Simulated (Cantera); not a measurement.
What does this Cantera script print?

```python
import numpy as np
import cantera as ct

surf = ct.Interface("diamond.yaml", "diamond_100")
gas, bulk = surf.adjacent["gas"], surf.adjacent["diamond"]
k = surf.kinetics_species_index(bulk.species_names[0])
cover = ["c6HH", "c6H*", "c6*H", "c6**", "c6HM", "c6B"]

rows, drift = [], 0.0
print(f"{'xH':>10s}{'um/h':>11s}" + "".join(f"{s:>11s}" for s in cover))
for v in [0.0001, 0.00024, 0.00058, 0.0014, 0.0034, 0.0081, 0.02, 0.047, 0.11]:
    T, P, xH, xCH3 = 1225, 15000, v, 0.0018
    gas.TPX = T, P, {"H": xH, "CH3": xCH3, "CH4": 0.026, "H2": 1 - xH - xCH3 - 0.026}
    surf.TP = bulk.TP = T, P
    surf.coverages = "c6H*:0.1, c6HH:0.9"
    surf.advance_coverages(100.0)
    before = surf.coverages
    surf.advance_coverages(100.0)
    drift = max(drift, np.max(np.abs(surf.coverages - before) / (surf.coverages + 1e-9)))
    rate = surf.net_production_rates[k] * bulk.mean_molecular_weight / bulk.density * 3.6e9
    rows.append([rate, *surf[cover].coverages])
    print(f"{v:10.4g}{rate:11.4e}" + "".join(f"{x:11.3e}" for x in rows[-1][1:]))
```

Result:

```
        xH       um/h       c6HH       c6H*       c6*H       c6**       c6HM        c6B
    0.0001 3.2831e+00  5.916e-01  2.633e-02  3.213e-01  2.591e-03  2.511e-02  8.909e-09
   0.00024 9.5444e+00  4.960e-01  3.220e-02  3.929e-01  6.371e-03  3.241e-02  2.590e-08
   0.00058 2.3707e+01  4.406e-01  3.544e-02  4.322e-01  1.263e-02  3.790e-02  6.433e-08
    0.0014 5.1942e+01  4.142e-01  3.704e-02  4.515e-01  1.996e-02  3.987e-02  1.409e-07
    0.0034 1.0114e+02  4.055e-01  3.816e-02  4.643e-01  2.619e-02  3.586e-02  2.745e-07
    0.0081 1.6646e+02  4.067e-01  3.932e-02  4.765e-01  3.032e-02  2.644e-02  4.517e-07
      0.02 2.3255e+02  4.116e-01  4.064e-02  4.876e-01  3.294e-02  1.546e-02  6.310e-07
     0.047 2.7673e+02  4.155e-01  4.210e-02  4.941e-01  3.444e-02  7.940e-03  7.509e-07
      0.11 3.0355e+02  4.176e-01  4.440e-02  4.958e-01  3.560e-02  3.744e-03  8.237e-07
```

Model: the Harris–Goodwin 1993 mechanism for the reconstructed diamond (100) surface, integrated in Cantera.
